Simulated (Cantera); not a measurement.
**Halide evaporation, hydrolysis and transport: MgF₂ + H₂O + N₂**

Input: 1 mol MgF₂, 0.12 mol H₂O, 120 mol N₂, at 950 °C.

Cantera equilibrium calculation (NASA polynomials, part measured and part estimated; ideal gas, pure solids and liquids). Candidate condensed phases: H₂O, Mg, MgF₂, MgO, Mg(OH)₂; 50 gas species. Mutual solubility and eutectic melting of coexisting phases are not modelled. Equilibrium is a limit: real reactors are often held back by kinetics, nucleation or transport.

| P (Pa) | log p N₂ | log p MgF₂ | log p HF | log p H₂O | log p MgF | n MgO(s) | n MgF₂(s) |
|---|---|---|---|---|---|---|---|
| 0.100 | -6.00 | -8.14 | -8.70 | -13.66 | -12.36 | 0.120 | 0 |
| 0.560 | -5.26 | -7.39 | -7.95 | -12.91 | -12.02 | 0.120 | 0 |
| 3.20 | -4.50 | -7.21 | -7.20 | -11.58 | -11.91 | 0.120 | 0.647 |
| 18 | -3.75 | -7.21 | -6.44 | -10.07 | -12.07 | 0.120 | 0.839 |
| 100 | -3.00 | -7.21 | -5.70 | -8.59 | -12.33 | 0.120 | 0.873 |
| 560 | -2.25 | -7.21 | -4.96 | -7.10 | -12.60 | 0.118 | 0.880 |
| 3200 | -1.50 | -7.21 | -4.23 | -5.64 | -12.86 | 0.111 | 0.888 |
| 18000 | -0.75 | -7.21 | -3.57 | -4.33 | <-12 | 0.0890 | 0.911 |
| 100000 | 0.00 | -7.21 | -3.04 | -3.27 | <-12 | 0.0548 | 0.945 |
log p: log10 of the partial pressure in bar; n: condensed amount in mol.

From 0.100 Pa to 0.560 Pa the condensed part is MgO(s). From 3.20 Pa to 1.00 bar the condensed part is MgF₂(s) + MgO(s). The main Mg-bearing gas is MgF₂ throughout.
